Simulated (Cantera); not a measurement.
Feed: 1 mol FeS2, 3.3 mol SO3, 1 mol CO2, equilibrated at 0.0100 bar.

These are equilibrium values from Cantera (NASA tables, ideal gas, pure condensed phases), not measurements of a reactor. Candidate condensed phases: C, Fe, Fe(CO)5, FeO, FeS, FeSO4, FeS2, Fe2O3, Fe2(SO4)3, Fe3O4, S; 25 gas species. Mutual solubility and eutectic melting of coexisting phases are not modelled. FeS: taken at fixed stoichiometry. Gases not in the tables: S3 to S7. The numbers say what is thermodynamically allowed, not how fast it happens.

x: gas mole fraction; n: condensed amount in mol.

```json
[
 {"T (°C)": "577", "x SO2": "0.801", "x CO2": "0.175", "x S2": "0.0226", "x CO": "5.76e-5", "x S2O": "0.00104", "x SO": "5.47e-6", "n FeS(s)": "0.449", "n Fe3O4(s)": "[?]"},
 {"T (°C)": "627", "x SO2": "0.794", "x CO2": "0.175", "x S2": "0.0303", "x CO": "0.000139", "x S2O": "0.00126", "x SO": "1.53e-5", "n FeS(s)": "0.395", "n Fe3O4(s)": "[?]"},
 {"T (°C)": "677", "x SO2": "0.785", "x CO2": "0.174", "x S2": "0.0395", "x CO": "0.000304", "x S2O": "0.00148", "x SO": "3.81e-5", "n FeS(s)": "0.330", "n Fe3O4(s)": "[?]"},
 {"T (°C)": "727", "x SO2": "0.774", "x CO2": "0.173", "x S2": "0.0502", "x CO": "0.000617", "x S2O": "0.00172", "x SO": "8.68e-5", "n FeS(s)": "0.254", "n Fe3O4(s)": "[?]"},
 {"T (°C)": "777", "x SO2": "0.762", "x CO2": "0.172", "x S2": "0.0622", "x CO": "0.00117", "x S2O": "0.00196", "x SO": "0.000182", "n FeS(s)": "0.167", "n Fe3O4(s)": "[?]"},
 {"T (°C)": "827", "x SO2": "0.749", "x CO2": "0.171", "x S2": "0.0754", "x CO": "0.00208", "x S2O": "0.00220", "x SO": "0.000357", "n FeS(s)": "0.0708", "n Fe3O4(s)": "0.310"},
 {"T (°C)": "877", "x SO2": "0.740", "x CO2": "0.169", "x S2": "0.0849", "x CO": "0.00345", "x S2O": "0.00235", "x SO": "0.000652", "n FeS(s)": "0", "n Fe3O4(s)": "0.333"},
 {"T (°C)": "927", "x SO2": "0.740", "x CO2": "0.167", "x S2": "0.0843", "x CO": "0.00529", "x S2O": "0.00230", "x SO": "0.00111", "n FeS(s)": "0", "n Fe3O4(s)": "0.333"}
]
```

### Question
Complete the blanks.

### Answer

- 577, n Fe3O4(s): 0.184
- 627, n Fe3O4(s): 0.202
- 677, n Fe3O4(s): 0.223
- 727, n Fe3O4(s): 0.249
- 777, n Fe3O4(s): 0.278
